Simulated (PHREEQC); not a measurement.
Dissolve 0.0016 mol/kgw Rb2SO4 and 0.00023 mol/kgw HNO3 at 25 °C. Closed to the air; pH follows from the charge balance.

Model: ion-association model, wateq4f.dat, run in PHREEQC.

This is a speciation only: nothing precipitates in the calculation.

Q: What pH does the model give?

A: pH 3.71.

Q: In which forms is S present?

A: SO4-2 99 %, HSO4- 1.5 % of the S.
